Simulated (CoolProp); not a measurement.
A single-stage vapour-compression cycle with R407C: evaporating at 296.15 K (dew point), condensing at 350.15 K (bubble point), superheat 2 K, subcooling 8 K, compressor efficiency 0.65, no pressure losses. Each further row changes one setting.

The numbers come from the reference Helmholtz-energy equation of state, Lemmon 2003 in CoolProp. It is a pseudo-pure fit of the blend.

```
case                              cooling COP  pressure ratio  discharge temperature (K)  refrigerating effect (kJ/kg)  volumetric capacity (kJ/m³)
--------------------------------  -----------  --------------  -------------------------  ----------------------------  ---------------------------
as stated                                2.15            4.09                      382.4                           111                         4490
evaporating temperature 301.15 K         2.47            3.54                      379.7                           112                         5310
condensing temperature 345.15 K          2.51            3.70                      375.9                           120                         4880
subcooling 13 K                          2.35            4.09                      382.4                           121                         4910
superheat 12 K                           2.20            4.09                      392.9                           121                         4630
compressor efficiency 0.55               1.82            4.09                      389.0                           111                         4490
```
